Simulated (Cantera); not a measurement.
# Stirred combustor or abatement burner

A perfectly stirred reactor is fed with CH3OH : O2 : N2 = 1 : 1.56 : 5.88 (molar parts), equivalence ratio 0.96, at 750 Torr; it is adiabatic with a 750 K inlet, and is followed from long to short residence time, starting on the burning branch (τ in s: 0.41, 0.094, 0.022, 0.005, 0.0012, 0.00027, 6.2e-05, 1.4e-05, 3.4e-06).

Cantera simulation using GRI-Mech 3.0 (53 species, 325 reactions); the numbers are that mechanism's predictions, not measurements. GRI-Mech 3.0 was tuned for natural gas; its chemistry of methanol as a main component is partial and can be far from experiment.

```tsv
τ (s)	T (K)	x CH3OH	x O2	x C2H6	x C2H2	x CH2	x H2	x N2O
0.41	2402	1.03e-7	0.0142	<1e-12	<1e-12	3.71e-9	0.00656	2.25e-7
0.094	2398	4.36e-7	0.0148	<1e-12	2.09e-12	1.52e-8	0.00673	2.20e-7
0.022	2381	1.68e-6	0.0164	<1e-12	1.39e-11	5.22e-8	0.00740	2.04e-7
0.0050	2321	5.73e-6	0.0198	<1e-12	6.10e-11	1.44e-7	0.00954	1.73e-7
0.0012	2213	1.70e-5	0.0245	3.00e-12	3.37e-10	4.28e-7	0.0132	1.39e-7
0.00027	2086	5.85e-5	0.0300	8.11e-11	4.35e-9	1.69e-6	0.0171	1.17e-7
6.2e-5	1966	0.000272	0.0386	3.11e-9	8.40e-8	6.96e-6	0.0197	1.03e-7
1.4e-5	750	0.118	0.185	<1e-12	<1e-12	<1e-12	<1e-12	<1e-12
3.4e-6	750	0.118	0.185	<1e-12	<1e-12	<1e-12	<1e-12	<1e-12
```
x: mole fraction; the columns are a selection and need not sum to one.
